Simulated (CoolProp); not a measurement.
Aqueous potassium acetate as a coolant, at 1 °C, 1 atm.

Computed with CoolProp (Melinder's fits for secondary coolants).

```tsv
mass %	freezing point (°C)	Prandtl number	conductivity (W/(m K))	density (kg/m³)	cp (kJ/(kg K))
2.2	-0.8	13.4	0.558	1015	4.109
5.8	-2.4	14.3	0.548	1034	3.958
9.3	-4.2	15.3	0.537	1052	3.828
12.8	-6.1	16.5	0.527	1069	3.708
16.3	-8.4	17.9	0.516	1087	3.597
19.8	-11.0	19.6	0.505	1106	3.490
23.4	-14.4	21.7	0.495	1127	3.383
26.9	-18.6	24.2	0.485	1147	3.281
30.4	-23.7	27.3	0.475	1168	3.180
33.9	-29.8	31.3	0.465	1188	3.079
```
